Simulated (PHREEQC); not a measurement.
0.03 g of hydrous ferric oxide (600 m²/g; 0.2 weak and 0.005 strong sites per Fe, Dzombak-Morel constants, diffuse double layer) in 1 kg of water with 0.1 mol/kgw of an inert sodium salt and 5.5e-06 mol/kgw BaCl2 and 0.0001 mol/kgw NaF, at 25 °C; the pH is set by adding NaOH or the inert anion's acid. Oxygen alone is held at its pressure in air (log pO2 = -0.68). The system is closed to CO2. No solid was allowed to form.

Equilibrium calculation in PHREEQC: ion-association model, wateq4f.dat.

```csv
pH,Ba sorbed (%),F sorbed (%),surface charge σ (C/m²),surface potential ψ (mV)
3,0.0,11.8,0.302,143
3.67,0.0,15.0,(withheld),(withheld)
4.33,0.0,14.3,0.233,130
5,0.0,10.8,0.181,118
5.67,0.0,6.6,0.126,(withheld)
6.33,0.0,3.2,0.080,78
7,0.3,1.2,0.043,51
7.67,(withheld),0.4,(withheld),21
8.33,13.5,0.1,-0.006,-9
9,27.0,0.0,(withheld),-39
9.67,34.7,0.0,-0.064,(withheld)
10.33,59.1,0.0,-0.109,(withheld)
11,88.3,0.0,-0.166,-113
```

### Question
Complete the blanks.

### Answer

- 3.67, surface charge σ (C/m²): 0.270
- 3.67, surface potential ψ (mV): 138
- 5.67, surface potential ψ (mV): 100
- 7.67, Ba sorbed (%): 2.4
- 7.67, surface charge σ (C/m²): 0.016
- 9, surface charge σ (C/m²): -0.031
- 9.67, surface potential ψ (mV): -68
- 10.33, surface potential ψ (mV): -92

The oxide is taken as insoluble; below pH 4 it would dissolve.
